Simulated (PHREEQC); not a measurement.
## Polishing slurry liquid (model solution)

A solution holds 4 mmol/kgw KOH, 4 mmol/kgw Fe(NO3)3 and 4.7 mmol/kgw CuSO4, at 65 °C. Closed to the air; pH follows from the charge balance.

Model: ion-association model, wateq4f.dat, run in PHREEQC.

No solid was allowed to form.

Problem. Predict the pH, ionic strength.

Solution. pH 3.15; ionic strength 0.0273 mol/kgw.

Problem. In which forms is Fe present?

Solution. Fe(OH)2+ 43 %, FeOH+2 40 %, FeSO4+ 12 %, Fe2(OH)2+4 3.2 %, Fe+3 1.0 % of the Fe.

Saturation is exceeded, for instance for Jarosite-K, Hematite (slow to form); the values hold only as long as no solid forms. Species that the database lacks are ignored. Constants without temperature data keep their 25 °C values here.
